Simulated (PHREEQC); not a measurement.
Make-up at 20 °C: 3.5 mol NaCl and 1.3 mol MgSO4 per kg of water. Closed to the air; pH follows from the charge balance.

All values are PHREEQC results (Pitzer model, pitzer.dat), not measurements.

Q: The ionic strength comes out as 8.70 mol/kgw. What activity coefficients do SO4-2, MgOH+, Cl-, Mg+2, Na+ get?

A: SO4-2 0.0058, MgOH+ 0.59, Cl- 0.68, Mg+2 2.5, Na+ 1.4. Single-ion values are on the MacInnes scale.

This is a speciation only: nothing precipitates in the calculation.
